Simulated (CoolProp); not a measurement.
Normal hydrogen at 504.49 K and 0.358 MPa is throttled through a valve to 0.0352 MPa with no heat exchange. Each further row changes one setting.

The numbers come from the reference Helmholtz-energy equation of state, Leachman 2009 in CoolProp.

```tsv
case	final density (kg/m³)
as stated	0.0169
outlet pressure 0.0106 MPa	0.00509
outlet pressure 0.0458 MPa	0.0220
```
